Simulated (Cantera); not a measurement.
An isothermal, constant-pressure homogeneous reactor starts with H₂ : O₂ : N₂ = 0.22 : 1 : 2.4 (molar parts), at 1150 K and 20.0 Torr.

Cantera simulation using the H2/O2 subset of GRI-Mech 3.0, which has no nitrogen chemistry; the numbers are that mechanism's predictions, not measurements. Radical loss at walls, strong at low pressure, is not modelled. The temperature is held fixed by assumption; the heat of reaction is taken as removed at once.

One state of this run: x H₂ = 4.05e-8; x O₂ = 0.254; x H = 1.11e-9; x O = 3.15e-7; x HO₂ = 3.40e-9; x OH = 1.06e-5; x H₂O = 0.0627. x: mole fraction; the columns are a selection and need not sum to one.

Question: Which value of t (s) does it belong to?
A) 0.00386
B) 10.4
C) 1.44
D) 0.537

Answer: B, 10.4
